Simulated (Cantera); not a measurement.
Cantera run:

```python
import numpy as np
import cantera as ct

gas_names = """
    CL CL2 H HCL H2 N NH NH2 NH3 N2 N2H2 N2H4 Si SiCL SiCL2 SiCL3 SiCL4 SiH SiHCL3 SiH2 SiH2CL2 SiH3
    SiH3CL SiH4 SiN Si2 Si2N Si3
""".split()
cond_names = """
    NH4CL(a) NH4CL(b) Si(cr) Si(L) Si3N4(a)
""".split()


# ... load() reads the species with a 1 bar reference pressure and builds the phases ...
atoms = {
    'SiH2Cl2': {'Si': 1, 'H': 2, 'CL': 2},
    'N2': {'N': 2},
    'NH3': {'N': 1, 'H': 3},
}
top_T = {'Si3N4(a)': 2400}  # K; cautious upper limits of use, not melting points


# ... equilibrate(T, P, feed) seeds the gas with the atoms and calls Mixture.equilibrate('TP', solver="vcs", rtol=1e-11, max_steps=5000) ...
results = []
feed = {'SiH2Cl2': 1, 'N2': 1.5, 'NH3': 3.6}  # mol
P = 133.322  # Pa
for T in [700, 900, 1100, 1300, 1500, 1700, 1900, 2100]:
    mix = equilibrate(T, P, feed)
    results.append((T, P, feed, dict(zip(mix.species_names, mix.species_moles))))

top = {s: max(r[3][s] / sum(r[3][g] for g in gas_names) for r in results) for s in gas_names}
cols = sorted((s for s in top if top[s] > 1e-06), key=lambda s: -top[s])[:9]
seen = [c for c in cond_names if any(r[3].get(c, 0) > 1e-12 for r in results)]
print("log10 of partial pressures in bar; condensed amounts in mol")
print(f"{'T/K':>10s}" + "".join(f"{s[:9]:>10s}" for s in cols + seen))
for T, P, feed, n in results:
    ng = sum(n[g] for g in gas_names)
    print(f"{T:10.4g}" + "".join(f"{np.log10(max(n[s] / ng * P / 1e5, 1e-99)):10.3f}" for s in cols)
          + "".join(f"{n.get(c, 0):10.4g}" for c in seen))
```

Result:

```
log10 of partial pressures in bar; condensed amounts in mol
       T/K        H2        N2       HCL         H        Si     SiCL2        CL      SiCL     SiCL4     Si(L)  Si3N4(a)
       700    -3.140    -3.453    -3.595   -15.167   -36.263   -14.665   -15.572   -29.095    -5.529         0    0.3259
       900    -3.143    -3.455    -3.581   -11.504   -24.684   -10.219   -11.952   -20.139    -6.061         0    0.3311
      1100    -3.144    -3.456    -3.578    -9.159   -17.334    -7.412    -9.642   -14.463    -6.401         0    0.3321
      1300    -3.142    -3.454    -3.590    -7.527   -12.263    -5.510    -8.048   -10.566    -6.684         0    0.3242
      1500    -3.130    -3.433    -3.735    -6.319    -8.572    -4.428    -7.019    -7.879    -7.475         0    0.2362
      1700    -3.133    -3.387    -3.936    -5.398    -6.168    -4.184    -6.310    -6.327    -8.816    0.4613         0
      1900    -3.149    -3.395    -3.910    -4.675    -4.899    -4.239    -5.558    -5.542    -9.734    0.3925         0
      2100    -3.209    -3.427    -3.859    -4.111    -4.160    -4.464    -4.895    -5.141   -10.545         0         0
```

Equilibrium computed with Cantera from the NASA thermochemical tables; the gas is ideal and each condensed phase is pure. The tables' values for SiCl, SiCl3, SiN are old estimates; treat these amounts as uncertain. Gases not in the tables: Si2H6 and higher silanes.
